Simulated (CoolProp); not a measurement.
The numbers come from the reference Helmholtz-energy equation of state, Wagner 2002 in CoolProp.

Give the vapour pressure (MPa), liquid density (kg/m³), vapour density (kg/m³), enthalpy of vaporisation (kJ/kg) of saturated water at 111.85 °C.


| T (°C) | p (MPa) | liquid density (kg/m³) | vapour density (kg/m³) | enthalpy of vaporisation (kJ/kg) |
|---|---|---|---|---|
| 111.85 | 0.153 | 950 | 0.876 | 2220 |
